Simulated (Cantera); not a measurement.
A closed system holds: 1 mol AlN, 11 mol Cl2, held at 7.50 Torr.

These are equilibrium values from Cantera (NASA tables, ideal gas, pure condensed phases), not measurements of a reactor. Candidate condensed phases: Al, AlCl3, AlN; 11 gas species. The tables' values for AlCl2 are old estimates; treat these amounts as uncertain. Kinetics and transport are ignored.

x: gas mole fraction; nothing condenses.

| T (K) | x Cl | x Cl2 | x AlCl3 | x N2 | x AlCl2 | x Al2Cl6 | x AlCl |
|---|---|---|---|---|---|---|---|
| 1200 | 0.0429 | 0.824 | 0.0890 | 0.0445 | 1.29e-9 | 8.09e-7 | <1e-12 |
| 1250 | ? | 0.799 | 0.0877 | 0.0439 | 4.28e-9 | ? | <1e-12 |
| 1300 | 0.108 | 0.763 | 0.0860 | 0.0430 | 1.30e-8 | 3.21e-7 | <1e-12 |
| 1350 | 0.161 | 0.714 | 0.0836 | 0.0418 | 3.63e-8 | 2.08e-7 | <1e-12 |
| 1400 | 0.229 | 0.650 | 0.0805 | 0.0402 | 9.47e-8 | 1.37e-7 | 1.30e-12 |
| 1450 | 0.312 | 0.573 | 0.0767 | 0.0384 | 2.33e-7 | 9.02e-8 | 6.67e-12 |
| 1500 | 0.407 | 0.485 | 0.0724 | 0.0362 | 5.44e-7 | 5.98e-8 | 3.18e-11 |
| 1550 | 0.506 | 0.392 | 0.0679 | 0.0339 | 1.23e-6 | 3.99e-8 | 1.44e-10 |
| 1600 | 0.603 | 0.301 | 0.0635 | 0.0317 | 2.69e-6 | 2.70e-8 | 6.23e-10 |
| 1650 | 0.689 | 0.221 | 0.0596 | 0.0298 | 5.79e-6 | 1.87e-8 | 2.63e-9 |
| 1700 | 0.759 | 0.156 | 0.0564 | 0.0282 | 1.23e-5 | 1.34e-8 | 1.09e-8 |
| 1750 | 0.812 | 0.107 | 0.0540 | 0.0270 | 2.60e-5 | 1.00e-8 | 4.37e-8 |
| 1800 | 0.849 | ? | 0.0522 | 0.0262 | 5.39e-5 | ? | ? |
| 1850 | 0.875 | 0.0485 | 0.0510 | 0.0256 | 0.000110 | 6.12e-9 | 6.38e-7 |

Q: Fill in the missing entries.

A: 
- 1250, x Cl: 0.0697
- 1250, x Al2Cl6: 5.04e-7
- 1800, x Cl2: 0.0723
- 1800, x Al2Cl6: 7.70e-9
- 1800, x AlCl: 1.70e-7
